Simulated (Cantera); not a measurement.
Charge: 1 mol HMDSO, 1.5 mol O₃, held at 1573.15 K.

Method: chemical equilibrium by Gibbs-energy minimisation in Cantera with the NASA 1993 tables (ideal gas, pure condensed phases). Candidate condensed phases: C, C₆H₆, C₇H₈, C₈H₁₈, H₂O, Si, SiC, SiO₂; 123 gas species. The feed counts by its element totals alone. Mutual solubility and eutectic melting of coexisting phases are not modelled. The tables hold silica as quartz up to 1696 K and as liquid above; real silica turns to tridymite and cristobalite and melts near 1996 K. The numbers say what is thermodynamically allowed, not how fast it happens.

x: gas mole fraction; n: condensed amount in mol.

| P (Pa) | x H₂ | x CO | x SiO | x H | x CH₄ | x H₂O | x Si | n SiC(s) | n SiO₂(β-quartz) | n C(graphite) |
|---|---|---|---|---|---|---|---|---|---|---|
| 5 | 0.617 | 0.327 | 0.0516 | … | 4.50e-9 | 8.12e-8 | 8.19e-5 | 1.25 | 0 | 0 |
| 15 | 0.619 | 0.327 | 0.0516 | … | 1.36e-8 | 2.45e-7 | 2.73e-5 | 1.25 | 0 | 0 |
| 45 | 0.619 | 0.327 | 0.0517 | … | 4.08e-8 | 7.35e-7 | 9.10e-6 | 1.25 | 0 | 0 |
| 140 | 0.620 | 0.327 | 0.0517 | … | 1.27e-7 | 2.29e-6 | 2.93e-6 | 1.25 | 0 | 0 |
| 410 | 0.620 | 0.328 | 0.0517 | … | 3.73e-7 | 6.71e-6 | 9.99e-7 | 1.25 | 0 | 0 |
| 1200 | 0.632 | 0.329 | 0.0389 | … | 1.31e-6 | 1.74e-5 | 2.95e-7 | 1.32 | 0.131 | 0 |
| 3700 | 0.659 | 0.332 | 0.00864 | … | 9.36e-6 | 2.65e-5 | 4.49e-8 | 1.46 | 0.421 | 0 |
| 11000 | 0.665 | 0.333 | 0.00202 | … | 5.86e-5 | 3.85e-5 | 7.29e-9 | 1.49 | 0.482 | 0 |
| 33000 | 0.791 | 0.208 | 0.000546 | … | 0.000378 | 5.64e-5 | 1.60e-9 | 0.430 | 1.56 | 3.20 |
| 100000 | 0.855 | 0.143 | 8.65e-5 | … | 0.00134 | 0.000127 | 1.22e-10 | 0 | 2.00 | 4.49 |

### Question
Some entries are withheld; supply them.

### Answer

- 5, x H: 0.00452
- 15, x H: 0.00262
- 45, x H: 0.00151
- 140, x H: 0.000857
- 410, x H: 0.000501
- 1200, x H: 0.000296
- 3700, x H: 0.000172
- 11000, x H: 0.000100
- 33000, x H: 6.30e-5
- 100000, x H: 3.77e-5
